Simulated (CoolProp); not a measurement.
The numbers come from the reference Helmholtz-energy equation of state, Span 2000 in CoolProp.

Problem. For nitrogen, give the phase and the cp (kJ/(kg K)), cv (kJ/(kg K)), Prandtl number at -168.65 °C and 0.92 MPa; -51.45 °C and 0.92 MPa; 95.05 °C and 0.92 MPa.

Solution. 
- -168.65 °C and 0.92 MPa: gas; cp 1.52, cv 0.852, Prandtl number 1.04
- -51.45 °C and 0.92 MPa: gas; cp 1.07, cv 0.747, Prandtl number 0.745
- 95.05 °C and 0.92 MPa: gas; cp 1.05, cv 0.747, Prandtl number 0.713

Viscosity comes from a separate model (Lemmon 2004). Thermal conductivity comes from a separate model (Lemmon 2004).
